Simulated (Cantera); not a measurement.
A Cantera script and what it prints.

```python
import numpy as np
import cantera as ct

gas_names = """
    C CO COS CO2 CS CS2 C2 C2O C3 C3O2 C4 C5 O O2 O3 S SO SO2 SO3 S2 S2O S8
""".split()
cond_names = """
    C(gr) S(cr1) S(cr2) S(L)
""".split()


def load(file, names, dense=False):
    # The tables refer to 1 bar. Condensed volumes are neglected.
    table = {s.name: s for s in ct.Species.list_from_file(file)}
    out = []
    for n in names:
        d = dict(table[n].input_data)
        d["thermo"] = dict(d["thermo"], **{"reference-pressure": 1e5})
        if dense:
            d["equation-of-state"] = {"model": "constant-volume", "density": "1e6 g/cm^3"}
        out.append(ct.Species.from_dict(d))
    return out


gas = ct.Solution(thermo="ideal-gas", species=load("nasa_gas.yaml", gas_names))
cond = {s.name: ct.Solution(thermo="fixed-stoichiometry", species=[s], name=s.name)
        for s in load("nasa_condensed.yaml", cond_names, dense=True)}
atoms = {
    'CS2': {'C': 1, 'S': 2},
    'SO2': {'S': 1, 'O': 2},
    'O2': {'O': 2},
}
top_T = {'C(gr)': 4500}  # K; cautious upper limits of use, not melting points


def equilibrate(T, P, feed):
    n = {}
    for name, mol in feed.items():
        for a, k in atoms[name].items():
            n[a] = n.get(a, 0.0) + k * mol
    gas.TPX = T, P, n
    mass = sum(n.values()) * gas.mean_molecular_weight
    gas.equilibrate("TP")
    valid = [c for c in cond.values() if c.min_temp <= T <= top_T.get(c.name, c.max_temp)]
    mix = ct.Mixture([(gas, mass / gas.mean_molecular_weight)] + [(c, 0.0) for c in valid])
    mix.T, mix.P = T, P
    mix.equilibrate("TP", solver="vcs", rtol=1e-11, max_steps=5000)
    return mix


results = []
feed = {'CS2': 1, 'SO2': 0.035, 'O2': 0.25}  # mol
T = 2448  # K
P = 13332.2  # Pa
mix = equilibrate(T, P, feed)
results.append((T, P, feed, dict(zip(mix.species_names, mix.species_moles))))
print(gas.report(threshold=1e-05))
for i in range(1, mix.n_phases):
    print(f"{mix.phase(i).name:16s} {mix.phase_moles(i):12.5e} mol")
```

Result:

```
       temperature   2448 K
          pressure   13332 Pa
           density   0.032161 kg/m^3
  mean mol. weight   49.099 kg/kmol
   phase of matter   gas

                          1 kg             1 kmol
                     ---------------   ---------------
          enthalpy        3.2696e+06        1.6053e+08  J
   internal energy        2.8551e+06        1.4018e+08  J
           entropy            6487.9        3.1855e+05  J/K
    Gibbs function       -1.2613e+07       -6.1927e+08  J
 heat capacity c_p            823.78             40446  J/K
 heat capacity c_v            654.44             32132  J/K

                      mass frac. Y      mole frac. X     chem. pot. / RT
                     ---------------   ---------------   ---------------
                CO           0.18449            0.3234           -36.985
               COS        0.00075306        0.00061552           -51.708
                CS           0.12311           0.13716           -20.493
               CS2           0.16634           0.10728           -35.216
                 S          0.038284          0.058631           -14.723
                S2           0.48701           0.37291           -29.446
     [  +16 minor]        4.7727e-06        4.9165e-06

C(gr)             0.00000e+00 mol
S(L)              0.00000e+00 mol
```

These are equilibrium values from Cantera (NASA tables, ideal gas, pure condensed phases), not measurements of a reactor.
